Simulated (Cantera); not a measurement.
Charge: 1 mol Nb2O5, 11 mol H2, equilibrated at 800 K and 100000 Pa.

These are equilibrium values from Cantera (NASA tables, ideal gas, pure condensed phases), not measurements of a reactor. Candidate condensed phases: H2O, Nb, NbO, NbO2, Nb2O5; 12 gas species. Condensed phases not in the tables: the oxides between NbO2 and Nb2O5. Rates play no part.

Base state: H2 0.999, H2O 0.000816 (mole fractions); condensed: NbO2(s) + Nb2O5(s).

Task: What changes in the equilibrium state with this change: 0.095 mol O2 added?

Result: 
```
species          before   after
-------------  --------  ------
H2                0.999   0.983
H2O            0.000816  0.0173
NbO2(s), mol     0.0179       0
Nb2O5(s), mol     0.991    1.00
```
